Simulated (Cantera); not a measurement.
# Hydrogen reduction and annealing atmospheres: ZrO2 + H2 + N2

Input: 1 mol ZrO2, a varied amount of H2, 9.9 mol N2, held at 1.35 Torr.

Method: chemical equilibrium by Gibbs-energy minimisation in Cantera with the NASA 1993 tables (ideal gas, pure condensed phases). Candidate condensed phases: H2O, Zr, ZrN, ZrO2; 28 gas species. Mutual solubility and eutectic melting of coexisting phases are not modelled. ZrN: taken at fixed stoichiometry. Condensed phases not in the tables: solid solutions among these carbides, nitrides and lower oxides. The numbers say what is thermodynamically allowed, not how fast it happens.

Stable condensed phases:

```
T in K \ n(H2) in mol
           41   62   94  140  210  320  490  740 1100 1700 2500
   1650     A    A    A    A    A    A    A    A    A    A    A
   1625     A    A    A    A    A    A    A    A    A    A    A
   1600     A    A    A    A    A    A    A    A    A    A    A
   1575     A    A    A    A    A    A    A    A    A    A    A
   1550     A    A    A    A    A    A    A    A    A    A    A
   1525     B    A    A    A    A    A    A    A    A    A    A
   1500     B    A    A    A    A    A    A    A    A    A    A
   1475     B    B    A    A    A    A    A    A    A    A    A
   1450     B    B    A    A    A    A    A    A    A    A    A
   1425     B    B    B    A    A    A    A    A    A    A    A
   1400     B    B    B    A    A    A    A    A    A    A    A
   1375     B    B    B    B    A    A    A    A    A    A    A
   1350     B    B    B    B    A    A    A    A    A    A    A
```

A: ZrN + ZrO2; B: ZrO2.
